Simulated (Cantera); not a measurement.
A closed system holds: 1 mol MgSO4, 1.5 mol C, 0.11 mol H2, at 948 K and 1.00 Torr.

Cantera equilibrium calculation (NASA polynomials, part measured and part estimated; ideal gas, pure solids and liquids). Candidate condensed phases: C, C6H6, C7H8, C8H18, H2O, H2SO4, Mg, MgCO3, MgO, Mg(OH)2, MgS, MgSO4, S; 130 gas species. Gases not in the tables: S3 to S7. Rates play no part.

Base state: CO2 0.673, S2 0.226, CO 0.0383, H2O 0.0341, H2S 0.0150, COS 0.00518, SO2 0.00459, H2 0.00351 (mole fractions); condensed: MgO(s).

Problem. What changes in the equilibrium state with this change: temperature from 948 K to 2075 K?

Solution. 
```csv
species,before,after
CO,0.0383,0.475
SO2,0.00459,0.188
SO,7.23e-6,0.115
CO2,0.673,0.0920
S2,0.226,0.0253
Mg,<1e-9,0.0341
S,2.17e-8,0.0223
H2S,0.0150,5.10e-5
H2,0.00351,0.0181
H2O,0.0341,0.0170
H,<1e-9,0.00982
OH,<1e-9,0.00105
O,<1e-9,0.000409
MgS,<1e-9,0.000260
"MgO(s), mol",1.00,0.909
```
